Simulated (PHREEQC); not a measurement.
Dissolve 91 mmol/kgw CaCl2, 0.12 mmol/kgw NaF and 6.5 mmol/kgw NaCl at 25 °C. Closed to the air; pH follows from the charge balance.

All values are PHREEQC results (ion-association model, phreeqc.dat), not measurements.

```tsv
quantity	before	after
pH	6.91	6.91
NaF (mol/kgw)	2.13e-7	2.49e-8
CaOH+ (mol/kgw)	4.91e-8	4.94e-8
HF (mol/kgw)	1.40e-8	1.41e-8
SI of Fluorite (CaF2)	+0.85	+0.85
SI of Halite (NaCl)	-4.77	-5.72
```

Problem. Which change was made?
A. 0.028 mol/kgw KCl added
B. NaCl from 0.0065 to 0.00065 mol/kgw
C. CaCl2 from 0.091 to 0.0819 mol/kgw
D. CaCl2 from 0.091 to 0.0091 mol/kgw
E. NaF replaced by HF at the same molality

Solution. B, NaCl from 0.0065 to 0.00065 mol/kgw

Precipitation was switched off in this run. Some of these states are supersaturated (in Fluorite, for instance).
